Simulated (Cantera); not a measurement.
Mixture: CH₄ : H₂ : O₂ : N₂ = 1 : 1.4 : 2.25 : 8.46 (molar parts), equivalence ratio 1.2, at 26.0 bar, adiabatic and at constant pressure. Ignition delay is the time to a rise of 400 K.

Model: GRI-Mech 3.0 (53 species, 325 reactions), integrated in Cantera. The pressure lies above the range GRI-Mech 3.0 was tuned for (to about 10 atm).

### Question
What does this change do: pressure from 26.0 bar to 1.01 bar?

### Answer
```json
[
 {"quantity": "delay at 1050 K", "before": "2.37 ms", "after": "2.72 ms"},
 {"quantity": "delay at 1200 K", "before": "0.153 ms", "after": "0.650 ms"},
 {"quantity": "delay at 1350 K", "before": "22.4 µs", "after": "0.216 ms"},
 {"quantity": "delay at 1500 K", "before": "7.30 µs", "after": "91.7 µs"},
 {"quantity": "apparent activation energy between 1425 and 1575 K", "before": "110 kJ/mol", "after": "95 kJ/mol"}
]
```
